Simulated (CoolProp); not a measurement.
The numbers come from the reference Helmholtz-energy equation of state, Platzer 1990 in CoolProp. This equation is an older, rougher fit; its heat capacities, sound speeds and derivatives of the liquid may be far off and weren't checked against measurements.

Give the vapour pressure (MPa), enthalpy of vaporisation (kJ/kg), vapour Z of saturated R114 at 309.8, 329.4 K.


```tsv
T (K)	p (MPa)	enthalpy of vaporisation (kJ/kg)	vapour Z
309.8	0.307	123	0.910
329.4	0.527	115	0.866
```
